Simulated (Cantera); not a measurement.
Cantera run:

```python
import numpy as np
import cantera as ct

gas_names = [...]  # 92 gases of nasa_gas.yaml made of C, H, N
cond_names = """
    C(gr) C6H6(L) C7H8(L) C8H18(L),n-octa
""".split()


# ... load() reads the species with a 1 bar reference pressure and builds the phases ...
atoms = {
    'C6H6': {'C': 6, 'H': 6},
    'H2': {'H': 2},
    'N2': {'N': 2},
}
top_T = {'C(gr)': 4500}  # K; cautious upper limits of use, not melting points


# ... equilibrate(T, P, feed) seeds the gas with the atoms and calls Mixture.equilibrate('TP', solver="vcs", rtol=1e-11, max_steps=5000) ...
results = []
feed = {'C6H6': 1, 'H2': 1.4, 'N2': 0.37}  # mol
T = 925  # K
P = 18000  # Pa
mix = equilibrate(T, P, feed)
results.append((T, P, feed, dict(zip(mix.species_names, mix.species_moles))))
x = sorted(zip(gas.X, gas.species_names), reverse=True)
print(f"T = {T:g} K  P = {P:g} Pa  gas = {mix.phase_moles(0):.4g} mol")
print("   x: " + "  ".join(f"{s} {v:.3e}" for v, s in x if v > 0.001))
print("   condensed (mol): " + ("  ".join(f"{mix.phase(i).name} {mix.phase_moles(i):.4g}"
      for i in range(1, mix.n_phases) if mix.phase_moles(i) > 1e-12) or "none"))
```

Output:

```
T = 925 K  P = 18000 Pa  gas = 4.621 mol
   x: H2 8.877e-01  N2 8.005e-02  CH4 3.219e-02
   condensed (mol): C(gr) 5.851
```

These are equilibrium values from Cantera (NASA tables, ideal gas, pure condensed phases), not measurements of a reactor.
